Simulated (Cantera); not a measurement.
A freely propagating, adiabatic, planar premixed flame of 3.58 % CH4, 3.94 % C2H6, 20.9 % O2, 66.9 % N2, 4.65 % CO2, equivalence ratio 1.0, unburnt at 350 K and 100.0 Torr; mixture-averaged transport, grid criteria slope 0.08 and curve 0.16, no radiation.

Cantera simulation using GRI-Mech 3.0 (53 species, 325 reactions); the numbers are that mechanism's predictions, not measurements. Burning velocities carry a grid error of a few per cent, more on coarse grids.

Question: Predict: laminar burning velocity; thermal thickness; peak x(C2H4); peak x(C2H); peak x(CO).

Answer: 
```json
{
  "laminar_burning_velocity": "71.6 cm/s",
  "thermal_thickness": "2.16 mm",
  "peak x(C2H4)": "0.00308",
  "peak x(C2H)": "9.26e-7",
  "peak x(CO)": "0.0694"
}
```
